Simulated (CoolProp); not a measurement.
Model: reference Helmholtz-energy equation of state, Lemmon 2006, in CoolProp. It is a short technical equation, of lower accuracy than the large ones.

**Question.** For carbonyl sulfide, give the phase and the Z, cp (kJ/(kg K)), fugacity coefficient at 331.9 K and 7.53 MPa.

**Answer.** 
- 331.9 K and 7.53 MPa: liquid; Z 0.179, cp 1.46, fugacity coefficient 0.319
